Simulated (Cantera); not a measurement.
Cantera with NASA thermochemical tables; ideal gases at 1 bar, condensed phases pure. Values are per mole of reaction as written; species without (g) are pure solids or liquids, kept so even where they would boil at 1 bar.

Question: Between 300 and 1850 K, where is each reaction favourable under standard conditions?
- 3 CuF2(g) + 2 NH3(g) → 3 Cu + 6 HF(g) + 2 N(g)

Answer: 
- 3 CuF2(g) + 2 NH3(g) → 3 Cu + 6 HF(g) + 2 N(g): ΔG° is 124 kJ at 300 K and -381 kJ at 1850 K; it changes sign between 300 and 1450 K. ΔH° is 295 kJ and ΔS° 365 J/K at 1850 K.
